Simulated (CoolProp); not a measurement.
Vapour-liquid equilibrium of n-butane (1) + acetone (2) at 76.85 °C; x and y are mole fractions of (1).

Model: multi-fluid Helmholtz-energy mixture model, Bücker 2006 and Lemmon 2006; pair parameters Bell 2016, in CoolProp.

Question: Give the bubble pressure and the first vapour's composition at x = 0.35, 0.575, 0.725. Is there an azeotrope?

Answer: x = 0.35: 0.7007 MPa, y = 0.760; x = 0.575: 0.8128 MPa, y = 0.819; x = 0.725: 0.8664 MPa, y = 0.857. No azeotrope shows between x = 0.05 and 0.95.

Pair parameters are fitted to limited data, so mixtures are less certain than the pure fluids. With so large a gap from Raoult's law the liquid may split in two, which this calculation doesn't test in full.
